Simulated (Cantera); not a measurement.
Mixture: 23.9 % H2, 16.0 % O2, 60.1 % N2, equivalence ratio 0.75, at 130000 Pa, adiabatic and at constant pressure. Ignition delay is the time to a rise of 400 K.

Cantera simulation using GRI-Mech 3.0 (53 species, 325 reactions); the numbers are that mechanism's predictions, not measurements. Where the delays flatten at high temperature, the 400 K rule measures the pace of heat release, not the induction time.

**Question.** Predict: delay at 975 K; delay at 1075 K; delay at 1175 K; delay at 1275 K; delay at 1375 K; delay at 1475 K; delay at 1575 K.

**Answer.** 
| Quantity | Result |
|---|---|
| delay at 975 K | 4.12 ms |
| delay at 1075 K | 94.8 µs |
| delay at 1175 K | 43.0 µs |
| delay at 1275 K | 26.1 µs |
| delay at 1375 K | 18.4 µs |
| delay at 1475 K | 14.6 µs |
| delay at 1575 K | 12.8 µs |
